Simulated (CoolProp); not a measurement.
Sulfur hexafluoride along the isotherm 253.3 K: Z from the reference equation and from simpler models built on Tc = 318.7 K, pc = 3.755 MPa, ω = 0.210; each cubic takes its own stable root.

Model: reference Helmholtz-energy equation of state, Guder 2009, in CoolProp.

```
p (MPa)   phase  reference
-------  ------  ---------
0.0178      gas     0.9967
0.0261      gas     0.9951
0.0384      gas     0.9928
0.0563      gas     0.9894
0.0827      gas     0.9843
0.121       gas     0.9768
0.178       gas     0.9655
0.261       gas     0.9486
0.384       gas     0.9223
0.563       gas     0.8810
0.827    liquid    0.03399
1.21     liquid    0.04963
1.78     liquid    0.07279
2.61     liquid     0.1063
3.84     liquid     0.1554
5.63     liquid     0.2261
```

Task: How far does each simpler model (Soave-Redlich-Kwong, Peng-Robinson) lie from the reference over these 16 states: mean and median of the absolute difference, and the worst?

Result: 
- Soave-Redlich-Kwong: mean 2.3 %, median 0.2 %, worst +6.7 % at 253.3 K and 0.827 MPa
- Peng-Robinson: mean 2.5 %, median 0.2 %, worst -7.3 % at 253.3 K and 5.63 MPa
